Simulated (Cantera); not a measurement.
Charge: 1 mol MgO, 27 mol HBr, 0.075 mol O2, equilibrated at 0.00800 bar.

These are equilibrium values from Cantera (NASA tables, ideal gas, pure condensed phases), not measurements of a reactor. Candidate condensed phases: Br2, H2O, Mg, MgBr2, MgO, Mg(OH)2; 20 gas species. Rates play no part.

Question: Which condensed phases are stable at each of these points (T (K)): 1075, 1125, 1175, 1225, 1275, 1325, 1375, 1425, 1475, 1525, 1575, 1625, 1675?

Answer: 
```
T (K)  condensed phases  Mg condensed (%)
-----  ----------------  ----------------
1075             MgO(s)              34.5
1125             MgO(s)              11.0
1175           gas only               0.0
1225           gas only               0.0
1275           gas only               0.0
1325           gas only               0.0
1375           gas only               0.0
1425           gas only               0.0
1475           gas only               0.0
1525           gas only               0.0
1575           gas only               0.0
1625           gas only               0.0
1675           gas only               0.0
```

From 1075 K to 1125 K the condensed part is MgO(s). From 1175 K to 1675 K nothing is condensed.
